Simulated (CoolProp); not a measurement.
Computed with CoolProp (reference Helmholtz-energy equation of state, Aleksandrov 2011). It is a short technical equation, of lower accuracy than the large ones.

Give the vapour pressure (MPa), vapour density (kg/m³), enthalpy of vaporisation (kJ/kg) of saturated n-undecane at 204.15, 228.55, 239.05 °C.


```csv
T (°C),p (MPa),vapour density (kg/m³),enthalpy of vaporisation (kJ/kg)
204.15,0.124,5.30,260
228.55,0.213,9.00,243
239.05,0.263,11.1,236
```
